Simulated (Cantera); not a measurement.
Charge: 1 mol BF3, 5.3 mol O2, 0.3 mol H2, at 2275 K and 0.0900 Torr.

Equilibrium computed with Cantera from the NASA thermochemical tables; the gas is ideal and each condensed phase is pure. Candidate condensed phases: B, B2O3, B3O3H3, H2O; 43 gas species. The tables' values for BF2 are old estimates; treat these amounts as uncertain. Equilibrium is a limit: real reactors are often held back by kinetics, nucleation or transport.

Base state: O2 0.414, O 0.252, F 0.154, BOF 0.110, HF 0.0669, BF3 0.00176, H 0.000286, OH 0.000175 (mole fractions); condensed: gas only.

Q: What changes in the equilibrium state with this change: temperature from 2275 K to 1150 K?

A: 
| species | before | after |
|---|---|---|
| O2 | 0.414 | 0.764 |
| BF3 | 0.00176 | 0.105 |
| HF | 0.0669 | 0.0869 |
| O | 0.252 | 6.63e-7 |
| F | 0.154 | 2.85e-8 |
| BOF | 0.110 | 0.0427 |
| H | 0.000286 | <1e-9 |
| B3O3F3 | <1e-9 | 0.000185 |
| BF2 | 6.65e-5 | <1e-9 |
